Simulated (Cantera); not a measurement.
What does this Cantera script print?

```python
import numpy as np
import cantera as ct

gas_names = """
    Cu CuO Cu2 H HO2 H2 H2O H2O2 O OH O2 O3
""".split()
cond_names = """
    Cu(cr) Cu(L) CuO(s) CuO2H2(s) Cu2O(s) Cu2O(L) H2O(s) H2O(L)
""".split()


# ... load() reads the species with a 1 bar reference pressure and builds the phases ...
atoms = {
    'Cu2O': {'Cu': 2, 'O': 1},
    'H2': {'H': 2},
    'H2O': {'H': 2, 'O': 1},
}
top_T = {'CuO(s)': 1390}  # K; cautious upper limits of use, not melting points


# ... equilibrate(T, P, feed) seeds the gas with the atoms and calls Mixture.equilibrate('TP', solver="vcs", rtol=1e-11, max_steps=5000) ...
results = []
feed = {'Cu2O': 1, 'H2': 4.1, 'H2O': 0.36}  # mol
P = 13  # Pa
for T in [1548, 1573, 1598, 1623, 1648, 1673, 1698, 1723, 1748, 1773, 1798]:
    mix = equilibrate(T, P, feed)
    results.append((T, P, feed, dict(zip(mix.species_names, mix.species_moles))))

top = {s: max(r[3][s] / sum(r[3][g] for g in gas_names) for r in results) for s in gas_names}
cols = sorted((s for s in top if top[s] > 0.001), key=lambda s: -top[s])[:8]
seen = [c for c in cond_names if any(r[3].get(c, 0) > 1e-12 for r in results)]
print("log10 of partial pressures in bar; condensed amounts in mol")
print(f"{'T/K':>10s}" + "".join(f"{s[:9]:>10s}" for s in cols + seen))
for T, P, feed, n in results:
    ng = sum(n[g] for g in gas_names)
    print(f"{T:10.4g}" + "".join(f"{np.log10(max(n[s] / ng * P / 1e5, 1e-99)):10.3f}" for s in cols)
          + "".join(f"{n.get(c, 0):10.4g}" for c in seen))
```

It prints:

```
log10 of partial pressures in bar; condensed amounts in mol
       T/K        H2        Cu       H2O         H     Cu(L)
      1548    -4.110    -4.745    -4.467    -6.567     1.282
      1573    -4.145    -4.577    -4.502    -6.463    0.8537
      1598    -4.200    -4.413    -4.556    -6.374    0.1086
      1623    -4.208    -4.397    -4.564    -6.264         0
      1648    -4.208    -4.397    -4.564    -6.155         0
      1673    -4.209    -4.397    -4.565    -6.048         0
      1698    -4.211    -4.397    -4.565    -5.945         0
      1723    -4.212    -4.398    -4.566    -5.845         0
      1748    -4.214    -4.398    -4.567    -5.748         0
      1773    -4.216    -4.399    -4.568    -5.654         0
      1798    -4.219    -4.400    -4.569    -5.563         0
```

These are equilibrium values from Cantera (NASA tables, ideal gas, pure condensed phases), not measurements of a reactor.
